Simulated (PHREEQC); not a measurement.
Consider water at 25 °C with 1.5 mmol/kgw CO2, 14 mmol/kgw Na2SeO4, 8.1 mmol/kgw NaHSO4 and 91 mmol/kgw FeCl3. Closed to the air; pH follows from the charge balance.

Computed with PHREEQC (ion-association model, wateq4f.dat).

| quantity | before | after |
|---|---|---|
| pH | 1.85 | 2.17 |
| ionic strength (mol/kgw) | 0.395 | 0.0958 |
| SeO4-2 (mol/kgw) | 0.0112 | 0.00244 |
| HSeO4- (mol/kgw) | 0.00280 | 0.000360 |
| SO4-2 (mol/kgw) | 0.000809 | 0.000212 |
| HSO4- (mol/kgw) | 0.000365 | 6.71e-5 |
| SI of Mirabilite (Na2SO4:10H2O) | -5.83 | -7.48 |
| SI of Nahcolite (NaHCO3) | -8.33 | -9.39 |

Name the change that produced these shifts.
A. CO2 from 0.0015 to 0.00165 mol/kgw
B. FeCl3 from 0.091 to 0.1 mol/kgw
C. FeCl3 left out
D. 0.0043 mol/kgw NaHCO3 added
E. diluted 5-fold with water

E, diluted 5-fold with water

No solid was allowed to form. Some of these states are supersaturated (in Hematite (slow to form), Goethite (slow to form), for instance).
